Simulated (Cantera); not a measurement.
## Thermodynamics of silicon oxide and oxynitride deposition, feed HMDSO + O3

Feed: 1 mol HMDSO, 0.12 mol O3, held at 1.20 mbar.

Cantera equilibrium calculation (NASA polynomials, part measured and part estimated; ideal gas, pure solids and liquids). Candidate condensed phases: C, C6H6, C7H8, C8H18, H2O, Si, SiC, SiO2; 123 gas species. The feed counts by its element totals alone. Mutual solubility and eutectic melting of coexisting phases are not modelled. The tables hold silica as quartz up to 1696 K and as liquid above; real silica turns to tridymite and cristobalite and melts near 1996 K. The numbers say what is thermodynamically allowed, not how fast it happens.

```tsv
T (K)	log p H2	log p CO	log p H	log p SiO	log p CH4	log p C2H2 (acetylene)	n C(graphite)	n SiC(s)	n SiO2(β-quartz)
948	-2.92	-7.78	-10.74	-12.09	-6.61	-12.51	4.68	1.32	0.680
998	-2.92	-6.94	-10.13	-11.03	-6.85	-11.89	4.68	1.32	0.680
1048	-2.92	-6.18	-9.57	-10.07	-7.08	-11.33	4.67	1.32	0.678
1098	-2.92	-5.49	-9.07	-9.20	-7.28	-10.82	4.64	1.33	0.668
1148	-2.93	-4.86	-8.61	-8.41	-7.48	-10.36	4.52	1.37	0.628
1198	-2.94	-4.29	-8.19	-7.68	-7.67	-9.94	4.07	1.52	0.477
1248	-2.98	-3.80	-7.82	-7.06	-7.92	-9.60	2.64	2.00	0
1298	-2.98	-3.80	-7.46	-6.94	-8.06	-9.24	2.64	2.00	0
1348	-2.98	-3.80	-7.13	-6.82	-8.20	-8.90	2.64	2.00	0
1398	-2.98	-3.80	-6.82	-6.71	-8.32	-8.59	2.64	2.00	0
1448	-2.98	-3.80	-6.53	-6.61	-8.44	-8.31	2.64	2.00	0
1498	-2.98	-3.80	-6.26	-6.51	-8.55	-8.04	2.65	2.00	0
1548	-2.98	-3.80	-6.00	-6.43	-8.65	-7.79	2.65	2.00	0
```
log p: log10 of the partial pressure in bar; n: condensed amount in mol.

From 948 K to 1198 K the condensed part is C(graphite) + SiC(s) + SiO2(β-quartz). From 1248 K to 1548 K the condensed part is C(graphite) + SiC(s).
